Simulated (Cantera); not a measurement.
Standard-state values (1 bar) from the NASA 1993 polynomials, evaluated with Cantera. Values are per mole of reaction as written; species without (g) are pure solids or liquids, kept so even where they would boil at 1 bar.

Task: Between 300 and 1775 K, where is each reaction favourable under standard conditions?
- 8 VO2(g) + 2 NO2(g) ⇌ N2(g) + 4 V2O5
- V2O5 + NH3(g) ⇌ 3 H(g) + V2O3 + NO2(g)

Result: 
- 8 VO2(g) + 2 NO2(g) ⇌ N2(g) + 4 V2O5: ΔG° is -3843 kJ at 300 K and -1605 kJ at 1775 K; it stays negative (K > 1). ΔH° is -3835 kJ and ΔS° -1256 J/K at 1775 K.
- V2O5 + NH3(g) ⇌ 3 H(g) + V2O3 + NO2(g): ΔG° is 958 kJ at 300 K and 446 kJ at 1775 K; it stays positive (K < 1). ΔH° is 1027 kJ and ΔS° 327 J/K at 1775 K.
